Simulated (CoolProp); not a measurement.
Dodecamethylcyclohexasiloxane (D6) along the isobar 0.982 MPa: Z from the reference equation and from simpler models built on Tc = 372.6 °C, pc = 0.9614 MPa, ω = 0.736; each cubic takes its own stable root.

Values from CoolProp's reference Helmholtz-energy equation of state, Colonna 2008. It is a short technical equation, of lower accuracy than the large ones.

| T (°C) | phase | reference | van der Waals | Redlich-Kwong | Soave-Redlich-Kwong |
|---|---|---|---|---|---|
| 128.75 | liquid | 0.1526 | 0.2642 | 0.1818 | 0.1678 |
| 140.45 | liquid | 0.1507 | 0.2597 | 0.1792 | 0.1649 |
| 152.15 | liquid | 0.1489 | 0.2555 | 0.1769 | 0.1623 |
| 163.75 | liquid | 0.1473 | 0.2518 | 0.1749 | 0.1600 |
| 175.45 | liquid | 0.1459 | 0.2485 | 0.1731 | 0.1580 |
| 187.05 | liquid | 0.1448 | ___ | 0.1717 | 0.1562 |
| 198.75 | liquid | 0.1438 | 0.2428 | 0.1705 | 0.1548 |
| 210.35 | liquid | 0.1430 | 0.2405 | 0.1697 | 0.1536 |
| 222.05 | liquid | 0.1425 | 0.2386 | 0.1691 | 0.1528 |
| 233.65 | liquid | 0.1421 | 0.2370 | 0.1688 | 0.1523 |
| 245.35 | liquid | 0.1420 | 0.2358 | 0.1690 | 0.1522 |
| 256.95 | liquid | 0.1422 | 0.2351 | 0.1694 | 0.1524 |
| 268.65 | liquid | 0.1427 | 0.2348 | 0.1704 | 0.1531 |
| 280.25 | liquid | 0.1435 | 0.2350 | ___ | 0.1543 |
| 291.95 | liquid | 0.1448 | 0.2359 | 0.1739 | 0.1562 |
| 303.55 | liquid | 0.1467 | 0.2375 | ___ | 0.1589 |

**Question.** Some entries are withheld; supply them.

**Answer.** 
- 187.05, van der Waals: 0.2455
- 280.25, Redlich-Kwong: 0.1718
- 303.55, Redlich-Kwong: 0.1767
